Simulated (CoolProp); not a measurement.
Vapour-liquid equilibrium of C3F8 (R218) (1) + c-C4F8 (RC318) (2) at -1.25 °C; x and y are mole fractions of (1).

Values from CoolProp's multi-fluid Helmholtz-energy mixture model, Lemmon 2006 and Platzer 1990; pair parameters Bell 2016. This equation is an older, rougher fit; its heat capacities, sound speeds and derivatives of the liquid may be far off and weren't checked against measurements.

| x | bubble pressure, mixture model (MPa) | bubble pressure, Raoult's law (MPa) | y, mixture model | y, Raoult's law |
|---|---|---|---|---|
| 0.05 | 0.1265 | 0.1365 | … | 0.146 |
| 0.15 | 0.1381 | 0.1640 | 0.253 | 0.364 |
| 0.25 | 0.1553 | 0.1915 | … | 0.519 |
| 0.35 | 0.1781 | 0.2190 | 0.578 | 0.636 |
| 0.45 | … | 0.2466 | … | 0.726 |
| 0.55 | 0.2373 | 0.2741 | 0.796 | 0.799 |
| 0.65 | 0.2715 | 0.3016 | 0.867 | 0.858 |
| 0.75 | 0.3072 | 0.3291 | … | 0.907 |
| 0.85 | 0.3435 | 0.3566 | 0.958 | 0.948 |
| 0.95 | … | 0.3842 | … | 0.984 |

**Question.** What belongs in the gaps?

**Answer.** 
- 0.05, y, mixture model: 0.079
- 0.25, y, mixture model: 0.426
- 0.45, bubble pressure, mixture model (MPa): 0.2057
- 0.45, y, mixture model: 0.702
- 0.75, y, mixture model: 0.919
- 0.95, bubble pressure, mixture model (MPa): 0.3798
- 0.95, y, mixture model: 0.988

The largest gap from Raoult's law is -18.9 % in bubble pressure, at x = 0.25. No azeotrope shows between x = 0.05 and 0.95.

Pair parameters are fitted to limited data, so mixtures are less certain than the pure fluids.
